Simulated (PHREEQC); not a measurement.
## Polishing slurry liquid (model solution)

Dissolve 36 mmol/kgw H2SO4 and 0.081 mmol/kgw Al2(SO4)3 at 15 °C. Closed to the air; pH follows from the charge balance.

Equilibrium calculation in PHREEQC: ion-association model, wateq4f.dat.

No solid was allowed to form.

### Question
Estimate the pH, ionic strength.

### Answer
pH 1.38; ionic strength 0.0622 mol/kgw.

### Question
In which forms is S present?

### Answer
HSO4- 64 %, SO4-2 36 % of the S.

Species that the database lacks are ignored.
